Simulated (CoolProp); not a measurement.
A closed Brayton cycle with dry air: compressor inlet 333.15 K and 7.4 MPa, high pressure 17.8 MPa, turbine inlet 630 K, compressor efficiency 0.85, turbine efficiency 0.93, recuperator effectiveness 0.8 (on enthalpy, no pinch check). Each further row changes one setting.

Model: reference Helmholtz-energy equation of state, Lemmon 2000, in CoolProp. It is a pseudo-pure fit of the blend.

```tsv
case	thermal efficiency (%)	net work (kJ/kg)	compressor to turbine work	compressor exit (K)	turbine exit (K)
as stated	13.6	20.9	0.85	445.8	502.9
turbine inlet 580 K	7.3	?	0.92	445.8	?
compressor inlet 343.15 K	11.4	17.2	0.87	?	502.9
high pressure 15.1 MPa	15.7	22.0	0.81	?	524.8
recuperator effectiveness 0.5	12.2	20.9	0.85	445.8	502.9
```

Q: Fill in the missing entries.

A: 
- turbine inlet 580 K, net work (kJ/kg): 9.80
- turbine inlet 580 K, turbine exit (K): 461.7
- compressor inlet 343.15 K, compressor exit (K): 459.0
- high pressure 15.1 MPa, compressor exit (K): 422.6
